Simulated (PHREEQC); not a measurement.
A column of 1 m (30 cells, dispersivity 0.035 m, 60 s a shift, diffusion coefficient 3e-10 m²/s) holds 0.00096 eq of the database's cation exchanger X per kg of pore water, first in equilibrium with 13 mmol/kgw SrCl2 and 0.01 mmol/kgw HCl. It is flushed with 0.0004 mol/kgw BaCl2 and 1e-05 mol/kgw HCl, at 40 °C. Values are for the last cell. No CO2 enters from the air. Nothing may precipitate in this run.

The series has 31 steps of pore volumes, from 0 to 5.017.

All values are PHREEQC results (ion-association model, phreeqc.dat), not measurements.

After how many pore volumes does Ba at the outlet first reach half of its feed value?

By 2.5 pore volumes.

Away from 25 °C the constants follow the database's enthalpies or fits; those with neither stay at their 25 °C values.
